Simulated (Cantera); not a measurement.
**Equilibrium for oxide etching and cleaning by halides: SiO2 + HCl + N2**

Input: 1 mol SiO2, 49 mol HCl, 98 mol N2, equilibrated at 1023 K and 0.490 bar.

Cantera equilibrium calculation (NASA polynomials, part measured and part estimated; ideal gas, pure solids and liquids). Candidate condensed phases: H2O, NH4Cl, Si, SiO2, Si2N2O, Si3N4; 47 gas species. Kinetics and transport are ignored.

| Property | Result |
|---|---|
| x(N2) | 0.667 |
| x(HCl) | 0.333 |
| x(H2O) | 4.23e-5 |
| x(SiCl4) | 2.11e-5 |
| x(H2) | 2.64e-6 |
| x(Cl2) | 2.08e-6 |
| x(Cl) | 1.12e-6 |
| n(SiO2(β-quartz)) | 0.997 mol |
| gas amount | 147.0 mol |
| log10 activity of Si(s) (absent) | -19.95 |
